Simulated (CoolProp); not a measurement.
Properties of hydrogen chloride along the isobar 9450 kPa (Tc = 324.7 K, pc = 8314 kPa, ω = 0.130).

Computed with CoolProp (reference Helmholtz-energy equation of state, Thol 2018).

```csv
T (K),phase,Z,cp (kJ/(kg K)),cv (kJ/(kg K)),speed of sound (m/s),isothermal compressibility (1/MPa)
227.2,liquid,0.1659,1.676,0.9673,954.0,0.001731
245.9,liquid,0.1609,1.724,0.9380,863.6,0.002354
264.6,liquid,0.1584,1.806,0.9138,767.2,0.003396
283.3,liquid,0.1588,1.954,0.8958,661.6,0.005410
302,liquid,0.1641,2.274,0.8890,538.9,0.01053
320.7,liquid,0.1840,3.567,0.9213,373.9,0.03943
339.5,supercritical,0.4850,4.829,1.007,248.8,0.3076
358.2,supercritical,0.6336,2.198,0.8328,282.9,0.1806
376.9,supercritical,0.7124,1.624,0.7449,305.3,0.1515
```

The peak of cp marks the crossing from liquid-like to gas-like fluid above the critical point.
